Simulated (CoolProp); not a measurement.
n-octane along the isotherm 346.85 °C: density (kg/m³) from the reference equation and from simpler models built on Tc = 295.6 °C, pc = 2484 kPa, ω = 0.398; each cubic takes its own stable root.

Values from CoolProp's reference Helmholtz-energy equation of state, Beckmüller 2019.

```csv
p (kPa),phase,reference
621,gas,14.78
1240,gas,32.00
1860,gas,52.82
2480,gas,79.09
3100,supercritical,114.4
3730,supercritical,166.7
4350,supercritical,233.9
4970,supercritical,285.9
5590,supercritical,317.7
6210,supercritical,339.2
```

Problem. How far does each simpler model (ideal gas, van der Waals, Redlich-Kwong, Soave-Redlich-Kwong) lie from the reference over these 10 states: mean and median of the absolute difference, and the worst?

Solution. 
- ideal gas: mean 40.5 %, median 45.2 %, worst -61.5 % at 346.85 °C and 4970 kPa
- van der Waals: mean 9.3 %, median 7.7 %, worst -22.1 % at 346.85 °C and 6210 kPa
- Redlich-Kwong: mean 4.9 %, median 4.2 %, worst -11.1 % at 346.85 °C and 6210 kPa
- Soave-Redlich-Kwong: mean 9.0 %, median 6.3 %, worst -18.7 % at 346.85 °C and 5590 kPa
